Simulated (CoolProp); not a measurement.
Vapour-liquid equilibrium of CHF3 (R23) (1) + R13 (2) at 1630 kPa; x and y are mole fractions of (1).

Model: multi-fluid Helmholtz-energy mixture model, Penoncello 2003 and Platzer 1990; pair parameters Bell 2016, in CoolProp. This equation is an older, rougher fit; its heat capacities, sound speeds and derivatives of the liquid may be far off and weren't checked against measurements.

```
x     bubble temperature, mixture model (°C)  bubble temperature, Raoult's law (°C)  y, mixture model  y, Raoult's law
----  --------------------------------------  -------------------------------------  ----------------  ---------------
0.05                                    -9.9                                   -7.8             0.092            0.062
0.15                                   -13.7                                   -8.7             0.236            0.180
0.25                                   -16.2                                   -9.5             0.343            0.293
0.35                                   -17.8                                  -10.3             0.428            0.401
0.45                                   -18.8                                  -11.1             0.501            0.504
0.55                                   -19.3                                  -11.9             0.570            0.602
0.65                                   -19.3                                  -12.6             0.639            0.697
0.75                                   -18.9                                  -13.3             0.716            0.788
0.85                                   -18.0                                  -14.0             0.808            0.875
0.95                                   -16.2                                  -14.6             0.926            0.959
```

The largest gap from Raoult's law is -7.7 K in bubble temperature, at x = 0.45. y crosses x between x = 0.55 and 0.65: the model has an azeotrope there.

Pair parameters are fitted to limited data, so mixtures are less certain than the pure fluids.
